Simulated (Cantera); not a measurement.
Feed: 1 mol CH4, 0.074 mol CO2, at 1675 K and 10000 Pa.

Method: chemical equilibrium by Gibbs-energy minimisation in Cantera with the NASA 1993 tables (ideal gas, pure condensed phases). Candidate condensed phases: C, C6H6, C7H8, C8H18, H2O; 110 gas species. Kinetics and transport are ignored.

Base state: H2 0.931, CO 0.0689, H 0.000354, CH4 0.000104, C2H2 (acetylene) 5.40e-5 (mole fractions); condensed: C(graphite).

Task: What changes in the equilibrium state with this change: CO2 from 0.074 to 3.3 mol?

Result: 
| species | before | after |
|---|---|---|
| CO | 0.0689 | 0.494 |
| CO2 | 7.96e-8 | 0.188 |
| H2O | 3.56e-6 | 0.177 |
| H2 | 0.931 | 0.140 |
| CH4 | 0.000104 | <1e-9 |
| C2H2 (acetylene) | 5.40e-5 | <1e-9 |
| H | 0.000354 | 0.000138 |
| C(graphite), mol | 0.926 | 0 |
